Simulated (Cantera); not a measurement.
Charge: 1 mol SiCl4, 0.016 mol CH4, 58 mol H2, 0.28 mol C2H4, equilibrated at 75.0 Torr.

Equilibrium computed with Cantera from the NASA thermochemical tables; the gas is ideal and each condensed phase is pure. Candidate condensed phases: C, C6H6, C7H8, C8H18, Si, SiC; 109 gas species. The tables' values for SiCl3 are old estimates; treat these amounts as uncertain. Equilibrium is a limit: real reactors are often held back by kinetics, nucleation or transport. All values below are at 1500 K.

Base state: H2 0.941, HCl 0.0516, SiCl2 0.00659, SiCl3 0.000276, SiHCl3 6.94e-5, H 5.40e-5, SiCl4 3.68e-5, SiH2Cl2 2.09e-5 (mole fractions); condensed: SiC(s).

### Question
What changes in the equilibrium state with this change: C2H4 from 0.28 to 0.44 mol?

### Answer
| species | before | after |
|---|---|---|
| H2 | 0.941 | 0.936 |
| HCl | 0.0516 | 0.0621 |
| SiCl2 | 0.00659 | 0.00160 |
| CH4 | 2.29e-6 | 1.36e-5 |
| SiH2Cl2 | 2.09e-5 | 5.04e-6 |
| SiC(s), mol | 0.576 | 0.895 |

### Question
What changes in the equilibrium state with this change: CH4 from 0.016 to 1.3 mol?

### Answer
```json
[
 {"species": "H2", "before": "0.941", "after": "0.936"},
 {"species": "HCl", "before": "0.0516", "after": "0.0631"},
 {"species": "CH4", "before": "2.29e-6", "after": "0.000225"},
 {"species": "SiCl2", "before": "0.00659", "after": "9.96e-5"},
 {"species": "SiH2Cl2", "before": "2.09e-5", "after": "3.13e-7"},
 {"species": "SiHCl3", "before": "6.94e-5", "after": "1.28e-6"},
 {"species": "SiC(s), mol", "before": "0.576", "after": "0.993"},
 {"species": "C(graphite), mol", "before": "0", "after": "0.851"}
]
```
